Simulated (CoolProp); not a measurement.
A simple Rankine cycle with n-hexane: condensing at 327.15 K, boiler at 1.92 MPa, turbine inlet 517.1 K, turbine efficiency 0.6, pump efficiency 0.8, no recuperator. Each further row changes one setting.

Model: reference Helmholtz-energy equation of state, Thol 2019, in CoolProp.

| case | thermal efficiency (%) | net work (kJ/kg) | heat in (kJ/kg) | turbine exit temperature (K) | volume ratio over the turbine |
|---|---|---|---|---|---|
| as stated | 11.5 | 83.3 | 722 | 464.9 | (withheld) |
| turbine inlet 537.1 K | 11.3 | 88.3 | 780 | 486.7 | 34.9 |
| condensing temperature 319.15 K | 12.2 | 90.5 | 741 | (withheld) | (withheld) |
| boiler pressure 1.34 MPa | 10.6 | (withheld) | 739 | 474.1 | (withheld) |
| turbine efficiency 0.5 | 9.5 | (withheld) | 722 | 470.9 | 36.9 |

### Question
What belongs in the gaps?

### Answer

- as stated, volume ratio over the turbine: 36.4
- condensing temperature 319.15 K, turbine exit temperature (K): 461.8
- condensing temperature 319.15 K, volume ratio over the turbine: 48.3
- boiler pressure 1.34 MPa, net work (kJ/kg): 78.3
- boiler pressure 1.34 MPa, volume ratio over the turbine: 23.3
- turbine efficiency 0.5, net work (kJ/kg): 68.8
